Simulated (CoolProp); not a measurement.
Vapour-liquid equilibrium of n-heptane (1) + o-xylene (2) at 95.15 °C; x and y are mole fractions of (1).

Model: multi-fluid Helmholtz-energy mixture model, Span 2003 and Zhou 2012; pair parameters Bell 2016, in CoolProp.

**Question.** Give the bubble pressure and the first vapour's composition at x = 0.15, 0.25, 0.45. Is there an azeotrope?

**Answer.** x = 0.15: 0.3671 bar, y = 0.472; x = 0.25: 0.4473 bar, y = 0.610; x = 0.45: 0.5855 bar, y = 0.767. No azeotrope shows between x = 0.05 and 0.95.

Pair parameters are fitted to limited data, so mixtures are less certain than the pure fluids.
